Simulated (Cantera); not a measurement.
Charge: 1 mol PbO, 0.9 mol CO, 15 mol N2, 0.062 mol O2, at 78.0 Pa.

Method: chemical equilibrium by Gibbs-energy minimisation in Cantera with the NASA 1993 tables (ideal gas, pure condensed phases). Candidate condensed phases: C, Pb, PbO, PbO2, Pb3O4; 27 gas species. The numbers say what is thermodynamically allowed, not how fast it happens. All values below are at 1273 K.

Base state: N2 0.888, CO2 0.0532, Pb 0.0460, PbO 0.0131, O2 6.89e-5, CO 2.02e-5 (mole fractions); condensed: gas only.

Problem. What changes in the equilibrium state with this change: CO from 0.9 to 0.1 mol?

Solution. 
| species | before | after |
|---|---|---|
| N2 | 0.888 | 0.924 |
| PbO | 0.0131 | 0.0466 |
| Pb | 0.0460 | 0.0150 |
| CO2 | 0.0532 | 0.00616 |
| O2 | 6.89e-5 | 0.00820 |
| CO | 2.02e-5 | 2.15e-7 |
| NO | 6.36e-6 | 7.08e-5 |
